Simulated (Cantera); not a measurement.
# Equilibrium for iron carbonyl, mercury and lead vapours: PbO + H2 + N2

Charge: 1 mol PbO, 0.082 mol H2, a varied amount of N2, held at 6.00 mbar.

Equilibrium computed with Cantera from the NASA thermochemical tables; the gas is ideal and each condensed phase is pure. Candidate condensed phases: H2O, Pb, PbO, PbO2, Pb3O4; 27 gas species. Each liquid is taken as pure. Mutual solubility and eutectic melting of coexisting phases are not modelled. Rates play no part.

Question: Map the stable condensed phases over T = 673, 773, 873, 973, 1073, 1173, 1273, 1373, 1473 K and n(N2) in mol = 0.72, 0.81, 0.93, 1.1, 1.2, 1.4, 1.6, 1.8, 2, 2.3, 2.6, 3.

Answer: 
```
T in K \ n(N2) in mol
         0.72 0.81 0.93  1.1  1.2  1.4  1.6  1.8    2  2.3  2.6    3
   1473     A    A    A    A    A    A    A    A    A    A    A    A
   1373     B    B    B    B    B    B    B    B    B    A    A    A
   1273     B    B    B    B    B    B    B    B    B    B    B    B
   1173     C    C    C    B    B    B    B    B    B    B    B    B
   1073     C    C    C    C    C    C    C    C    C    C    C    C
    973     C    C    C    C    C    C    C    C    C    C    C    C
    873     C    C    C    C    C    C    C    C    C    C    C    C
    773     C    C    C    C    C    C    C    C    C    C    C    C
    673     C    C    C    C    C    C    C    C    C    C    C    C
```
A: gas only; B: PbO; C: Pb + PbO.
